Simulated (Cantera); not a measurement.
Input: 1 mol Si, 0.92 mol H₂, held at 1698 K and 170000 Pa.

These are equilibrium values from Cantera (NASA tables, ideal gas, pure condensed phases), not measurements of a reactor. Candidate condensed phases: Si; 9 gas species. Gases not in the tables: Si₂H₆ and higher silanes. The numbers say what is thermodynamically allowed, not how fast it happens.

Base state: H₂ 1.000, H 0.000111, SiH₂ 1.40e-5 (mole fractions); condensed: Si(l).

Task: What changes in the equilibrium state with this change: 0.55 mol HCl added?

Result: 
```tsv
species	before	after
H₂	1.000	0.756
HCl	0	0.134
SiCl₂	0	0.0852
SiCl₃	0	0.0139
SiHCl₃	0	0.00488
SiCl₄	0	0.00449
Si(l), mol	1.000	0.842
```
The tables' values for SiCl₃, SiCl are old estimates; treat these amounts as uncertain.
